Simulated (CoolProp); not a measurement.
Saturation properties of n-butane (Tc = 152.0 °C, pc = 37.96 bar, ω = 0.201).

Values from CoolProp's reference Helmholtz-energy equation of state, Bücker 2006.

| T (°C) | p (bar) | vapour density (kg/m³) | liquid conductivity (mW/(m K)) |
|---|---|---|---|
| 48.45 | 4.760 | 11.76 | 95.5 |
| 54.05 | 5.502 | 13.56 | 93.5 |
| 59.55 | 6.312 | 15.54 | 91.5 |
| 65.15 | 7.225 | 17.79 | 89.5 |
| 70.65 | 8.212 | 20.26 | 87.6 |
| 76.25 | 9.317 | 23.07 | 85.7 |
| 81.75 | 10.51 | 26.16 | 83.9 |
| 87.35 | 11.83 | 29.68 | 82.1 |

It boils at -0.5 °C under 1 atm.

Thermal conductivity comes from a separate model (Perkins 2002).
